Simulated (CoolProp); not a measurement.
Vapour-liquid equilibrium of n-hexane (1) + cyclohexane (2) at 352.7 K; x and y are mole fractions of (1).

Computed with CoolProp (multi-fluid Helmholtz-energy mixture model, Thol 2019 and Zhou 2014; pair parameters Bell 2016).

```
x     bubble pressure (MPa)  y at the bubble point  dew pressure at overall composition x (MPa)  liquid density (mol/L)
----  ---------------------  ---------------------  -------------------------------------------  ----------------------
0.05                 0.1006                  0.075                                      0.09969                   8.471
0.2                  0.1084                  0.271                                       0.1055                   8.204
0.35                 0.1154                  0.437                                       0.1117                   7.952
0.5                  0.1218                  0.583                                       0.1181                   7.712
0.65                 0.1278                  0.717                                       0.1248                   7.483
0.8                  0.1334                  0.842                                       0.1315                   7.266
0.95                 0.1389                  0.962                                       0.1384                   7.058
```

No azeotrope shows between x = 0.05 and 0.95.

Pair parameters are fitted to limited data, so mixtures are less certain than the pure fluids.
